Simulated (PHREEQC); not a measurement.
# Nickel, zinc or cadmium bath (model solution)

Consider water at 25 °C with 0.014 mol/kgw ZnSO4, 4.2e-05 mol/kgw Na2SO4 and 0.016 mol/kgw HCl. Closed to the air; pH follows from the charge balance.

The numbers come from PHREEQC with the ion-association model, phreeqc.dat.

No solid was allowed to form.

**Question.** What pH, density, specific conductance does the model give?

**Answer.** pH 1.98; density 1.000 g/cm³; specific conductance 6580 µS/cm.

**Question.** In which forms is Cl present?

**Answer.** Cl- 99 %, ZnCl+ 1.3 % of the Cl.

Complexes and solids missing from the database can't appear.
